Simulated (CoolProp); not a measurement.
Vapour-liquid equilibrium of isohexane (1) + n-hexane (2) at 1560 kPa; x and y are mole fractions of (1).

Values from CoolProp's multi-fluid Helmholtz-energy mixture model, Lemmon 2006 and Thol 2019; pair parameters Bell 2016.

```csv
x,bubble temperature (K),y at the bubble point,dew temperature at overall composition x (K),liquid density (mol/L)
0.05,463.5,0.055,463.5,5.275
0.2,461.8,0.217,462.0,5.282
0.35,460.3,___,460.5,5.288
0.5,458.7,___,459.0,5.294
0.65,457.3,0.671,457.5,5.299
0.8,455.9,0.814,456.1,___
0.95,454.7,0.954,454.7,5.308
```

**Question.** Complete the blanks.

**Answer.** 
- 0.35, y at the bubble point: 0.373
- 0.5, y at the bubble point: 0.524
- 0.8, liquid density (mol/L): 5.304

No azeotrope shows between x = 0.05 and 0.95.

Pair parameters are fitted to limited data, so mixtures are less certain than the pure fluids.
